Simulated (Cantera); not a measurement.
A Cantera script and what it prints.

```python
import numpy as np
import cantera as ct

gas_names = """
    Cu CuO Cu2 H HNO HNO2 HNO3 HO2 H2 H2O H2O2 N NH NH2 NH3 NH2OH NO NO2 NO3 N2 N2H2 N2H4 N2O O OH O2 O3
""".split()
cond_names = """
    Cu(cr) Cu(L) CuO(s) CuO2H2(s) Cu2O(s) Cu2O(L) H2O(s) H2O(L)
""".split()


# ... load() reads the species with a 1 bar reference pressure and builds the phases ...
atoms = {
    'CuO': {'Cu': 1, 'O': 1},
    'H2': {'H': 2},
    'N2': {'N': 2},
}
top_T = {'CuO(s)': 1390}  # K; cautious upper limits of use, not melting points


# ... equilibrate(T, P, feed) seeds the gas with the atoms and calls Mixture.equilibrate('TP', solver="vcs", rtol=1e-11, max_steps=5000) ...
results = []
feed = {'CuO': 1, 'H2': 350, 'N2': 53}  # mol
T = 923.15  # K
P = 55  # Pa
mix = equilibrate(T, P, feed)
results.append((T, P, feed, dict(zip(mix.species_names, mix.species_moles))))
x = sorted(zip(gas.X, gas.species_names), reverse=True)
print(f"T = {T:g} K  P = {P:g} Pa  gas = {mix.phase_moles(0):.4g} mol")
print("   x: " + "  ".join(f"{s} {v:.3e}" for v, s in x if v > 0.001))
print("   condensed (mol): " + ("  ".join(f"{mix.phase(i).name} {mix.phase_moles(i):.4g}"
      for i in range(1, mix.n_phases) if mix.phase_moles(i) > 1e-12) or "none"))
```

Result:

```
T = 923.15 K  P = 55 Pa  gas = 403 mol
   x: H2 8.660e-01  N2 1.315e-01  H2O 2.481e-03
   condensed (mol): Cu(cr) 1
```

Equilibrium computed with Cantera from the NASA thermochemical tables; the gas is ideal and each condensed phase is pure.
